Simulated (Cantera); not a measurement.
Input (Python, Cantera):

```python
import numpy as np
import cantera as ct

gas = ct.Solution("gri30.yaml", transport_model="multicomponent")
show = ['CH4', 'CH3', 'C2H2']

rows = []
print(f"{'T/K':>7s}{'rho':>11s}{'cp':>10s}{'mu':>11s}{'lambda':>11s}{'Pr':>7s}" + "".join(f"{'D_' + s:>11s}" for s in show))
for T in [400, 600, 800, 1000, 1200, 1400, 1600, 1800]:
    gas.TPX = T, 770, {'CO': 0.9}
    Pr = gas.cp_mass * gas.viscosity / gas.thermal_conductivity
    D = [gas.mix_diff_coeffs_mole[gas.species_index(s)] for s in show]
    rows.append([gas.density, gas.cp_mass, gas.viscosity, gas.thermal_conductivity, Pr, *D])
    print(f"{T:7g}{gas.density:11.4e}{gas.cp_mass:10.1f}{gas.viscosity:11.4e}"
          f"{gas.thermal_conductivity:11.4e}{Pr:7.3f}" + "".join(f"{d:11.4e}" for d in D))
print("SI units: kg/m3, J/kg/K, Pa s, W/m/K, m2/s")
```

Result:

```
    T/K        rho        cp         mu     lambda     Pr      D_CH4      D_CH3     D_C2H2
    400 6.4850e-03    1048.7 2.1957e-05 3.1878e-02  0.722 4.8705e-03 4.8902e-03 3.6621e-03
    600 4.3233e-03    1085.9 2.9084e-05 4.3969e-02  0.718 9.8030e-03 9.8467e-03 7.4445e-03
    800 3.2425e-03    1138.7 3.5241e-05 5.5990e-02  0.717 1.5956e-02 1.6031e-02 1.2174e-02
   1000 2.5940e-03    1184.0 4.0802e-05 6.7494e-02  0.716 2.3205e-02 2.3315e-02 1.7749e-02
   1200 2.1617e-03    1219.2 4.5947e-05 7.8346e-02  0.715 3.1464e-02 3.1615e-02 2.4101e-02
   1400 1.8529e-03    1246.1 5.0779e-05 8.8579e-02  0.714 4.0669e-02 4.0867e-02 3.1180e-02
   1600 1.6212e-03    1266.6 5.5365e-05 9.8241e-02  0.714 5.0773e-02 5.1020e-02 3.8949e-02
   1800 1.4411e-03    1282.2 5.9746e-05 1.0739e-01  0.713 6.1733e-02 6.2035e-02 4.7375e-02
SI units: kg/m3, J/kg/K, Pa s, W/m/K, m2/s
```

Detailed kinetics in Cantera: GRI-Mech 3.0 (53 species, 325 reactions).
